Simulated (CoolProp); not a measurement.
Saturation properties of R143a.

Values from CoolProp's reference Helmholtz-energy equation of state, Lemmon and Jacobsen 2000.

```
T (°C)  p (MPa)  enthalpy of vaporisation (kJ/kg)  vapour Z  surface tension (mN/m)
------  -------  --------------------------------  --------  ----------------------
-44.85   0.1133                             225.0    0.9470                    13.9
-37.05   0.1604                             219.3    0.9337                    12.8
-29.25   0.2214                             213.4    0.9183                    11.7
-21.55   0.2978                             207.2    0.9009                    10.6
-13.75   0.3942                             200.6    0.8809                    9.49
-5.95    0.5127                             193.5    0.8586                    8.43
1.85     0.6561                             186.0    0.8336                    7.40
9.55     0.8255                             177.9    0.8062                    6.41
17.35     1.028                             169.0    0.7754                    5.44
25.15     1.267                             159.2    0.7412                    4.50
32.95     1.544                             148.2    0.7029                    3.59
40.75     1.864                             135.9    0.6597                    2.74
```

It boils at -47.2 °C under 1 atm.

Surface tension comes from a separate correlation (Mulero 2014).
